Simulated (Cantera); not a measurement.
An isothermal, constant-pressure homogeneous reactor starts with NO : N₂ = 1 : 0.12 (molar parts), at 2125 K and 28.5 Torr. Integrator tolerance rtol = 1e-08.

Model: GRI-Mech 3.0 (53 species, 325 reactions), integrated in Cantera. Radical loss at walls, strong at low pressure, is not modelled.

Q: What does this change do: temperature 2125 to 1625 K?

A: 
```tsv
quantity	before	after
x(NO) at 70.0 s	0.0127 (gas-phase equilibrium 0.0127)	0.738 (gas-phase equilibrium 0.00263)
x(O) at 70.0 s	0.00563 (gas-phase equilibrium 0.00563)	3.09e-5 (gas-phase equilibrium 6.70e-5)
x(N₂) at 70.0 s	0.546 (gas-phase equilibrium 0.546)	0.185 (gas-phase equilibrium 0.552)
x(N₂O) at 70.0 s	1.15e-7 (gas-phase equilibrium 1.15e-7)	0.000171 (gas-phase equilibrium 2.55e-8)
x(NO₂) at 70.0 s	5.06e-6 (gas-phase equilibrium 5.06e-6)	0.000316 (gas-phase equilibrium 2.81e-6)
```
